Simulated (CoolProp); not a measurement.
Ethane at several states: density (kg/m³) from the reference equation and from simpler models built on Tc = 32.2 °C, pc = 4872 kPa, ω = 0.099; each cubic takes its own stable root.

Values from CoolProp's reference Helmholtz-energy equation of state, Bücker 2006.

```tsv
T (°C)	p (kPa)	phase	reference	van der Waals	Redlich-Kwong
218.55	5280	supercritical	41.57	42.77	42.03
151.35	25	gas	0.2131	0.2131	0.2131
-18.25	15400	liquid	473.1	332.2	450.9
-93.65	15800	liquid	563.1	378.4	545.2
```
